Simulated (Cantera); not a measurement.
Input (Python, Cantera):

```python
import numpy as np
import cantera as ct

gas = ct.Solution("gri30.yaml")
gas.TPX = 1125, 101325, {'N2O': 1, 'H2O': 0.28}
inlet = ct.Reservoir(gas, clone=True)

reactor = ct.IdealGasConstPressureReactor(gas, energy="off", clone=False)
exhaust = ct.Reservoir(gas, clone=True)
tau = [10, 1.9, 0.37, 0.069, 0.013, 0.0025, 0.00047][0]
for a, b in ((inlet, reactor), (reactor, exhaust)):
    ct.MassFlowController(a, b, mdot=lambda t: reactor.mass / tau)
net = ct.ReactorNet([reactor])
show = ['N2O', 'H2O', 'N2', 'HO2', 'H']

rows = []
print(f"{'tau/s':>10s}{'T/K':>9s}" + "".join(f"{s:>11s}" for s in show))
for tau in [10, 1.9, 0.37, 0.069, 0.013, 0.0025, 0.00047]:
    net.initial_time = 0.0
    net.advance(30 * tau)
    before = gas.X
    net.advance(40 * tau)
    drift = np.max(np.abs(gas.X - before) / (gas.X + 1e-9))
    rows.append([gas.T, *gas[show].X, drift])
    print(f"{tau:10.3e}{gas.T:9.1f}" + "".join(f"{x:11.3e}" for x in gas[show].X))
```

Output:

```
     tau/s      T/K        N2O        H2O         N2        HO2          H
 1.000e+01   1125.0  2.205e-01  1.747e-01  3.964e-01  1.830e-07  4.027e-10
 1.900e+00   1125.0  4.949e-01  1.963e-01  2.015e-01  4.620e-07  7.172e-10
 3.700e-01   1125.0  6.942e-01  2.119e-01  6.108e-02  1.220e-06  1.172e-09
 6.900e-02   1125.0  7.627e-01  2.173e-01  1.303e-02  2.583e-06  1.805e-09
 1.300e-02   1125.0  7.776e-01  2.185e-01  2.524e-03  3.727e-06  2.272e-09
 2.500e-03   1125.0  7.806e-01  2.187e-01  4.797e-04  4.064e-06  2.123e-09
 4.700e-04   1125.0  7.811e-01  2.187e-01  8.651e-05  2.505e-06  1.345e-09
```

Detailed kinetics in Cantera: GRI-Mech 3.0 (53 species, 325 reactions). GRI-Mech 3.0 was tuned for natural gas; its chemistry of N2O as a main component is partial and can be far from experiment. The mechanism lacks the step 2 NO + O2 → 2 NO2, which can matter for NO2 below about 1400 K. The temperature is held fixed by assumption; the heat of reaction is taken as removed at once.
